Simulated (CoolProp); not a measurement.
A single-stage vapour-compression cycle with R115: evaporating at 217.15 K (dew point), condensing at 263.15 K (bubble point), superheat 5 K, subcooling 8 K, compressor efficiency 0.85, no pressure losses. Each further row changes one setting.

Computed with CoolProp (reference Helmholtz-energy equation of state, Lemmon 2016).

```tsv
case	cooling COP	pressure ratio	discharge temperature (K)	refrigerating effect (kJ/kg)	volumetric capacity (kJ/m³)
as stated	3.44	7.10	272.0	98.8	377
evaporating temperature 222.15 K	4.05	5.48	270.9	102	494
condensing temperature 258.15 K	3.98	5.96	[?]	104	396
subcooling 13 K	[?]	7.10	272.0	104	396
superheat 15 K	3.48	7.10	282.5	105	383
compressor efficiency 0.75	[?]	7.10	277.3	98.8	377
```

Task: Fill in the missing entries.

Result: 
- condensing temperature 258.15 K, discharge temperature (K): 267.2
- subcooling 13 K, cooling COP: 3.61
- compressor efficiency 0.75, cooling COP: 3.03
